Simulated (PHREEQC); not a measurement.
Solution (20 °C): 0.28 mol/kgw AgF, 0.00028 mol/kgw NaCl and 0.00049 mol/kgw Cu(NO3)2. Closed to the air; pH follows from the charge balance.

Equilibrium calculation in PHREEQC: ion-association model, wateq4f.dat.

Precipitation was switched off in this run.

**Question.** Predict the pH.

**Answer.** pH 6.67.

**Question.** In which forms is Ag present?

**Answer.** Ag+ 79 %, AgF 21 % of the Ag.

Examples of supersaturated solids here: Cerargyrite, Cu(OH)2. Others may be too. Species that the database lacks are ignored.
